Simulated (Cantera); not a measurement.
Mixture: CH4 : H2 : O2 : N2 = 1 : 0.49 : 3.08 : 11.6 (molar parts), equivalence ratio 0.73, at 1.00 bar, adiabatic and at constant pressure. Ignition delay is the time to a rise of 400 K.

Cantera simulation using GRI-Mech 3.0 (53 species, 325 reactions); the numbers are that mechanism's predictions, not measurements.

### Question
Predict: delay at 1225 K; delay at 1300 K; delay at 1375 K; delay at 1450 K; delay at 1525 K; apparent activation energy between 1375 and 1525 K.

### Answer
| Item | Result |
|---|---|
| delay at 1225 K | 1.66 ms |
| delay at 1300 K | 0.892 ms |
| delay at 1375 K | 0.507 ms |
| delay at 1450 K | 0.306 ms |
| delay at 1525 K | 0.195 ms |
| apparent activation energy between 1375 and 1525 K | 110 kJ/mol |
